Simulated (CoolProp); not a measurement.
Properties of chloromethane (R40) along the isotherm 278.5 K (Tc = 418.6 K, pc = 69.29 bar, ω = 0.150).

Computed with CoolProp (reference Helmholtz-energy equation of state, Thol 2014).

```json
[
 {"p (bar)": "21.7", "phase": "liquid", "density (kg/m³)": "953.7", "cp (kJ/(kg K))": "1.585", "isothermal compressibility (1/MPa)": "0.001899", "expansivity (1/kK)": "1.966"},
 {"p (bar)": "43.3", "phase": "liquid", "density (kg/m³)": "957.5", "cp (kJ/(kg K))": "1.576", "isothermal compressibility (1/MPa)": "0.001818", "expansivity (1/kK)": "1.918"},
 {"p (bar)": "65", "phase": "liquid", "density (kg/m³)": "961.2", "cp (kJ/(kg K))": "1.568", "isothermal compressibility (1/MPa)": "0.001745", "expansivity (1/kK)": "1.873"},
 {"p (bar)": "86.6", "phase": "liquid", "density (kg/m³)": "964.8", "cp (kJ/(kg K))": "1.560", "isothermal compressibility (1/MPa)": "0.001678", "expansivity (1/kK)": "1.832"},
 {"p (bar)": "108", "phase": "liquid", "density (kg/m³)": "968.2", "cp (kJ/(kg K))": "1.553", "isothermal compressibility (1/MPa)": "___", "expansivity (1/kK)": "1.794"},
 {"p (bar)": "130", "phase": "liquid", "density (kg/m³)": "971.6", "cp (kJ/(kg K))": "1.546", "isothermal compressibility (1/MPa)": "0.001561", "expansivity (1/kK)": "1.758"},
 {"p (bar)": "152", "phase": "liquid", "density (kg/m³)": "974.9", "cp (kJ/(kg K))": "___", "isothermal compressibility (1/MPa)": "0.001508", "expansivity (1/kK)": "1.724"},
 {"p (bar)": "173", "phase": "liquid", "density (kg/m³)": "977.9", "cp (kJ/(kg K))": "1.534", "isothermal compressibility (1/MPa)": "___", "expansivity (1/kK)": "1.693"},
 {"p (bar)": "195", "phase": "liquid", "density (kg/m³)": "981.0", "cp (kJ/(kg K))": "1.529", "isothermal compressibility (1/MPa)": "0.001417", "expansivity (1/kK)": "1.663"},
 {"p (bar)": "217", "phase": "liquid", "density (kg/m³)": "984.0", "cp (kJ/(kg K))": "1.524", "isothermal compressibility (1/MPa)": "0.001375", "expansivity (1/kK)": "1.635"},
 {"p (bar)": "238", "phase": "liquid", "density (kg/m³)": "986.8", "cp (kJ/(kg K))": "1.519", "isothermal compressibility (1/MPa)": "0.001338", "expansivity (1/kK)": "1.609"},
 {"p (bar)": "260", "phase": "liquid", "density (kg/m³)": "989.7", "cp (kJ/(kg K))": "1.514", "isothermal compressibility (1/MPa)": "0.001301", "expansivity (1/kK)": "1.584"},
 {"p (bar)": "281", "phase": "liquid", "density (kg/m³)": "992.4", "cp (kJ/(kg K))": "1.510", "isothermal compressibility (1/MPa)": "0.001268", "expansivity (1/kK)": "1.561"},
 {"p (bar)": "303", "phase": "liquid", "density (kg/m³)": "995.1", "cp (kJ/(kg K))": "1.505", "isothermal compressibility (1/MPa)": "0.001236", "expansivity (1/kK)": "1.538"},
 {"p (bar)": "325", "phase": "liquid", "density (kg/m³)": "___", "cp (kJ/(kg K))": "___", "isothermal compressibility (1/MPa)": "0.001205", "expansivity (1/kK)": "1.516"},
 {"p (bar)": "346", "phase": "liquid", "density (kg/m³)": "1000", "cp (kJ/(kg K))": "___", "isothermal compressibility (1/MPa)": "0.001178", "expansivity (1/kK)": "___"}
]
```

Task: Fill in the missing entries.

Result: 
- 108, isothermal compressibility (1/MPa): 0.001618
- 152, cp (kJ/(kg K)): 1.540
- 173, isothermal compressibility (1/MPa): 0.001462
- 325, density (kg/m³): 997.8
- 325, cp (kJ/(kg K)): 1.501
- 346, cp (kJ/(kg K)): 1.498
- 346, expansivity (1/kK): 1.496
